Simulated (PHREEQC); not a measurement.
Solution (25 °C): 0.08 mol/kgw H2SeO3. Closed to the air; pH follows from the charge balance.

Equilibrium calculation in PHREEQC: ion-association model, wateq4f.dat.

This is a speciation only: nothing precipitates in the calculation.

**Question.** What pH, ionic strength does the model give?

**Answer.** pH 1.96; ionic strength 0.0122 mol/kgw.

**Question.** In which forms is Se present?

**Answer.** H2SeO3 85 %, HSeO3- 15 % of the Se.
